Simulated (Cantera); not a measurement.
Source: NASA polynomial tables (part measured, part estimated), evaluated in Cantera. Values are per mole of reaction as written; species without (g) are pure solids or liquids, kept so even where they would boil at 1 bar.

2 Li2O ⇌ 4 Li(g) + O2(g), with ΔH° = 1834.6 kJ and ΔS° = 684.4 J/K at 300 K.

Question: How far is the shortcut ΔG° ≈ ΔH°(300 K) − T·ΔS°(300 K) from the full temperature-dependent value at 1425, 1575, 1725, 1875, 2025 K?

Answer: 
| T (K) | shortcut (kJ) | full (kJ) | difference (kJ) | difference in log10 K | condensed phases |
|---|---|---|---|---|---|
| 1425 | 859.3 | 887.5 | -28.2 | 1.04 | Li2O(s) |
| 1575 | 756.6 | 793.8 | -37.1 | 1.23 | Li2O(s) |
| 1725 | 654.0 | 701.0 | -47.1 | 1.43 | Li2O(s) |
| 1875 | 551.3 | 611.4 | -60.1 | 1.67 | Li2O(l) |
| 2025 | 448.6 | 530.2 | -81.5 | 2.10 | Li2O(l) |
The shortcut ignores heat capacities and the phase changes listed.
